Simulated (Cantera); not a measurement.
A closed system holds: 1 mol Pb, 6.4 mol H2, at 25.0 mbar.

Method: chemical equilibrium by Gibbs-energy minimisation in Cantera with the NASA 1993 tables (ideal gas, pure condensed phases). Candidate condensed phases: Pb; 4 gas species. The numbers say what is thermodynamically allowed, not how fast it happens.

Task: What share of the Pb ends up in condensed phases as a function of T (K), at 573, 648, 723, 798, 873, 948, 1023, 1098, 1173, 1248, 1323, 1398, 1473?

Result: 
| T (K) | Pb condensed (%) | as |
|---|---|---|
| 573 | 100.0 | Pb(s) |
| 648 | 100.0 | Pb(l) |
| 723 | 100.0 | Pb(l) |
| 798 | 100.0 | Pb(l) |
| 873 | 100.0 | Pb(l) |
| 948 | 99.9 | Pb(l) |
| 1023 | 99.3 | Pb(l) |
| 1098 | 97.0 | Pb(l) |
| 1173 | 89.0 | Pb(l) |
| 1248 | 64.9 | Pb(l) |
| 1323 | 0.0 | - |
| 1398 | 0.0 | - |
| 1473 | 0.0 | - |
